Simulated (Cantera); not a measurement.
Input (Python, Cantera) and output of one run.

```python
import numpy as np
import cantera as ct

gas_names = """
    C CH CH2 CH3 CH2OH CH3O CH4 CH3OH CO CO2 COOH C2 C2H CHCO,ketyl C2H2,acetylene C2H2,vinylidene
    CH2CO,ketene C2H3,vinyl CH3CO,acetyl C2H4 C2H4O,ethylen CH3CHO,ethanal CH3COOH (HCOOH)2 C2H5 C2H6
    CH3OCH3 C2H5OH C2O C3 C3H3,propargyl C3H4,allene C3H4,propyne C3H4,cyclo- C3H5,allyl C3H6,propylene
    C3H6,cyclo- C3H6O C3H7,n-propyl C3H7,i-propyl C3H8 C3H8O,1propanol C3H8O,2propanol C3O2 C4 C4H2
    C4H4,1,3-cyclo- C4H6,butadiene C4H6,2-butyne C4H6,cyclo- C4H8,1-butene C4H8,cis2-buten
    C4H8,tr2-butene C4H8,isobutene C4H8,cyclo- (CH3COOH)2 C4H9,n-butyl C4H9,i-butyl C4H9,s-butyl
    C4H9,t-butyl C4H10,isobutane C4H10,n-butane C5 C5H6,1,3cyclo- C5H8,cyclo- C5H10,1-pentene
    C5H10,cyclo- C5H11,pentyl C5H11,t-pentyl C5H12,n-pentane C5H12,i-pentane CH3C(CH3)2CH3 C6H2
    C6H5,phenyl C6H5O,phenoxy C6H6 C6H5OH,phenol C6H10,cyclo- C6H12,1-hexene C6H12,cyclo- C6H13,n-hexyl
    C7H7,benzyl C7H8 C7H8O,cresol C7H14,1-heptene C7H15,n-heptyl C7H16,n-heptane C8H8,styrene
    C8H10,ethylbenz C8H16,1-octene C8H17,n-octyl C8H18,isooctane C8H18,n-octane C9H19,n-nonyl
    C10H8,naphthale C10H21,n-decyl C12H9,o-bipheny C12H10,bipheny H HCO HO2 H2 HCHO,formaldehy HCOOH H2O
    H2O2 Mg MgH MgO MgOH MgO2H2 Mg2 O OH O2 O3
""".split()
cond_names = """
    C(gr) C6H6(L) C7H8(L) C8H18(L),n-octa H2O(s) H2O(L) Mg(cr) Mg(L) MgCO3(s) MgO(s) MgO(L) MgO2H2(s)
""".split()


def load(file, names, dense=False):
    # The tables refer to 1 bar. Condensed volumes are neglected.
    table = {s.name: s for s in ct.Species.list_from_file(file)}
    out = []
    for n in names:
        d = dict(table[n].input_data)
        d["thermo"] = dict(d["thermo"], **{"reference-pressure": 1e5})
        if dense:
            d["equation-of-state"] = {"model": "constant-volume", "density": "1e6 g/cm^3"}
        out.append(ct.Species.from_dict(d))
    return out


gas = ct.Solution(thermo="ideal-gas", species=load("nasa_gas.yaml", gas_names))
cond = {s.name: ct.Solution(thermo="fixed-stoichiometry", species=[s], name=s.name)
        for s in load("nasa_condensed.yaml", cond_names, dense=True)}
atoms = {
    'MgO': {'Mg': 1, 'O': 1},
    'CH4': {'C': 1, 'H': 4},
    'H2': {'H': 2},
}
top_T = {'C(gr)': 4500}  # K; cautious upper limits of use, not melting points


def equilibrate(T, P, feed):
    n = {}
    for name, mol in feed.items():
        for a, k in atoms[name].items():
            n[a] = n.get(a, 0.0) + k * mol
    gas.TPX = T, P, n
    mass = sum(n.values()) * gas.mean_molecular_weight
    gas.equilibrate("TP")
    valid = [c for c in cond.values() if c.min_temp <= T <= top_T.get(c.name, c.max_temp)]
    mix = ct.Mixture([(gas, mass / gas.mean_molecular_weight)] + [(c, 0.0) for c in valid])
    mix.T, mix.P = T, P
    mix.equilibrate("TP", solver="vcs", rtol=1e-11, max_steps=5000)
    return mix


results = []
feed = {'MgO': 1, 'CH4': 3.1, 'H2': 1.1}  # mol
T = 1350  # K
P = 730000  # Pa
mix = equilibrate(T, P, feed)
results.append((T, P, feed, dict(zip(mix.species_names, mix.species_moles))))
print(gas.report(threshold=0.0001))
for i in range(1, mix.n_phases):
    print(f"{mix.phase(i).name:16s} {mix.phase_moles(i):12.5e} mol")
```

Output:

```
       temperature   1350 K
          pressure   7.3e+05 Pa
           density   0.16662 kg/m^3
  mean mol. weight   2.562 kg/kmol
   phase of matter   gas

                          1 kg             1 kmol
                     ---------------   ---------------
          enthalpy        1.1707e+07        2.9993e+07  J
   internal energy        7.3259e+06        1.8769e+07  J
           entropy             64059        1.6412e+05  J/K
    Gibbs function       -7.4773e+07       -1.9157e+08  J
 heat capacity c_p             13210             33844  J/K
 heat capacity c_v            9964.7             25530  J/K

                      mass frac. Y      mole frac. X     chem. pot. / RT
                     ---------------   ---------------   ---------------
               CH4           0.24341          0.038871           -34.705
                H2           0.75627            0.9611           -16.353
     [ +114 minor]        0.00032544        3.1761e-05

C(gr)             2.82658e+00 mol
Mg(L)             0.00000e+00 mol
MgO(s)            9.99952e-01 mol
```

Cantera equilibrium calculation (NASA polynomials, part measured and part estimated; ideal gas, pure solids and liquids).
